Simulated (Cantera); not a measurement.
Input (Python, Cantera) and output of one run.

```python
import numpy as np
import cantera as ct

gas_names = """
    CL CL2 H HCL H2 Si SiCL SiCL2 SiCL3 SiCL4 SiH SiHCL3 SiH2 SiH2CL2 SiH3 SiH3CL SiH4 Si2 Si3
""".split()
cond_names = """
    Si(cr) Si(L)
""".split()


# ... load() reads the species with a 1 bar reference pressure and builds the phases ...
atoms = {
    'SiH2Cl2': {'Si': 1, 'H': 2, 'CL': 2},
    'Cl2': {'CL': 2},
    'H2': {'H': 2},
}
top_T = {}  # K; cautious upper limits of use, not melting points


# ... equilibrate(T, P, feed) seeds the gas with the atoms and calls Mixture.equilibrate('TP', solver="vcs", rtol=1e-11, max_steps=5000) ...
results = []
feed = {'SiH2Cl2': 1, 'Cl2': 0.1, 'H2': 26}  # mol
T = 1498  # K
P = 390  # Pa
mix = equilibrate(T, P, feed)
results.append((T, P, feed, dict(zip(mix.species_names, mix.species_moles))))
x = sorted(zip(gas.X, gas.species_names), reverse=True)
print(f"T = {T:g} K  P = {P:g} Pa  gas = {mix.phase_moles(0):.4g} mol")
print("   x: " + "  ".join(f"{s} {v:.3e}" for v, s in x if v > 0.0001))
print("   condensed (mol): " + ("  ".join(f"{mix.phase(i).name} {mix.phase_moles(i):.4g}"
      for i in range(1, mix.n_phases) if mix.phase_moles(i) > 1e-12) or "none"))
```

It prints:

```
T = 1498 K  P = 390 Pa  gas = 28.1 mol
   x: H2 9.325e-01  HCL 5.621e-02  SiCL2 1.086e-02  H 2.657e-04
   condensed (mol): Si(cr) 0.6913
```

Cantera equilibrium calculation (NASA polynomials, part measured and part estimated; ideal gas, pure solids and liquids). The tables' values for SiCl3 are old estimates; treat these amounts as uncertain.
